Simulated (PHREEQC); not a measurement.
# Sulfide liquor: speciation

Make-up at 10 °C: 0.00018 mol H2S and 0.00026 mol ZnCl2 per kg of water. Closed to the air; pH follows from the charge balance.

Equilibrium calculation in PHREEQC: ion-association model, phreeqc.dat.

* **pH**: 3.87
* **ionic strength**: 0.000711 mol/kgw

```csv
species,molality,activity,log γ
Cl-,0.000520,0.000505,-0.013
Zn+2,0.000191,0.000170,-0.051
H+,0.000138,0.000134,-0.012
Zn(HS)2,6.88e-5,6.88e-5,0.000
H2S,4.23e-5,4.23e-5,0.000
ZnCl+,1.18e-7,1.15e-7,-0.013
HS-,2.22e-8,2.16e-8,-0.013
```

Precipitation was switched off in this run. The solution is supersaturated, for example in Sphalerite (slow to form), so a real one may precipitate; this is no full list. Species that the database lacks are ignored. At this temperature some constants are extrapolated from 25 °C, and those without enthalpy data are left unchanged.
